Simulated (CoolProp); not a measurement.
The fluid at 293.15 K and 0.406 MPa expands adiabatically to 0.0408 MPa with isentropic efficiency 1. The same conditions are run with several fluids, on thermodynamics alone (safety and materials aside).

The numbers come from the reference Helmholtz-energy equation of state of each fluid (carbonyl sulfide: Lemmon 2006; oxygen: Schmidt 1985; R410A: Lemmon 2003; nitrogen: Span 2000) in CoolProp. Blends and air are pseudo-pure fits.

```tsv
fluid	work (kJ/kg)	final temperature (K)	final phase	final density (kg/m³)
carbonyl sulfide	72.2	205.1	two-phase, vapour fraction 0.937	…
oxygen	128	152.0	gas	…
R410A	…	205.4	…	1.79
nitrogen	…	151.9	gas	0.907
```

Q: Complete the blanks.

A: 
- carbonyl sulfide, final density (kg/m³): 1.56
- oxygen, final density (kg/m³): 1.04
- R410A, work (kJ/kg): 62.2
- R410A, final phase: two-phase, vapour fraction 0.991
- nitrogen, work (kJ/kg): 146
